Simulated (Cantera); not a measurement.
A perfectly stirred reactor is fed with 3.53 % C2H6, 95.4 % H2, 1.03 % H2O, at 0.000160 bar; it is held at 1700 K, and followed from long to short residence time.

Cantera simulation using GRI-Mech 3.0 (53 species, 325 reactions); the numbers are that mechanism's predictions, not measurements. GRI-Mech 3.0 stops at C3 and has no aromatics, soot or wall deposition, so with more carbon than oxygen in the feed, carbon stays in small species such as C2H2 where larger ones or solid carbon would form. Radical loss at walls, strong at low pressure, is not modelled.

Q: Predict: x(C2H6) at τ = 0.610 s; x(H2) at τ = 0.610 s; x(C2H) at τ = 0.610 s; x(C2H2) at τ = 0.610 s; x(CH4) at τ = 0.610 s; x(C2H6) at τ = 6.30 ms; x(H2) at τ = 6.30 ms; x(C2H) at τ = 6.30 ms; x(C2H2) at τ = 6.30 ms; x(CH4) at τ = 6.30 ms.

A: 
```json
{
 "x(C2H6) at τ = 0.610 s": "0.000458",
 "x(H2) at τ = 0.610 s": "0.930",
 "x(C2H) at τ = 0.610 s": "3.45e-7",
 "x(C2H2) at τ = 0.610 s": "0.0116",
 "x(CH4) at τ = 0.610 s": "0.0374",
 "x(C2H6) at τ = 6.30 ms": "0.0236",
 "x(H2) at τ = 6.30 ms": "0.945",
 "x(C2H) at τ = 6.30 ms": "1.76e-9",
 "x(C2H2) at τ = 6.30 ms": "0.000123",
 "x(CH4) at τ = 6.30 ms": "0.00887"
}
```
